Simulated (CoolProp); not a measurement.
Vapour-liquid equilibrium of ethylene (1) + propylene (2) at 255.8 K; x and y are mole fractions of (1).

Values from CoolProp's multi-fluid Helmholtz-energy mixture model, Smukala 2000 and Lemmon 2013; pair parameters Bell 2016.

```csv
x,bubble pressure (MPa),y at the bubble point,dew pressure at overall composition x (MPa),liquid density (mol/L)
0.05,0.4390,0.254,0.3516,13.67
0.125,0.5976,0.475,0.3794,13.83
0.2,0.7587,0.606,0.4119,13.99
0.275,0.9215,0.693,0.4503,14.14
0.35,1.086,0.755,0.4963,14.28
0.425,1.252,0.802,0.5527,14.42
0.5,1.420,0.840,0.6231,14.53
0.575,1.590,0.871,0.7135,14.64
0.65,1.764,0.898,0.8336,14.71
0.725,1.944,0.921,0.9998,14.76
0.8,2.132,0.943,1.242,14.78
0.875,2.331,0.964,1.614,14.73
0.95,2.548,0.985,2.195,14.62
```

No azeotrope shows between x = 0.05 and 0.95.

Pair parameters are fitted to limited data, so mixtures are less certain than the pure fluids.
